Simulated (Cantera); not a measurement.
Input: 1 mol CH3SiCl3, 120 mol H2, held at 308 Torr.

Method: chemical equilibrium by Gibbs-energy minimisation in Cantera with the NASA 1993 tables (ideal gas, pure condensed phases). Candidate condensed phases: C, C6H6, C7H8, C8H18, Si, SiC; 109 gas species. The feed counts by its element totals alone. Gases not in the tables: Si2H6 and higher silanes. Rates play no part.

Problem. What share of the Si ends up in condensed phases as a function of T (K), at 973, 1123, 1273, 1423, 1573, 1723, 1873, 2023, 2173?

Solution. 
| T (K) | Si condensed (%) | as |
|---|---|---|
| 973 | 69.8 | SiC(s) |
| 1123 | 93.3 | SiC(s) |
| 1273 | 97.8 | SiC(s) |
| 1423 | 98.4 | SiC(s) |
| 1573 | 98.5 | SiC(s) |
| 1723 | 98.5 | SiC(s) |
| 1873 | 98.0 | SiC(s) |
| 2023 | 96.4 | SiC(s) |
| 2173 | 91.8 | SiC(s) |
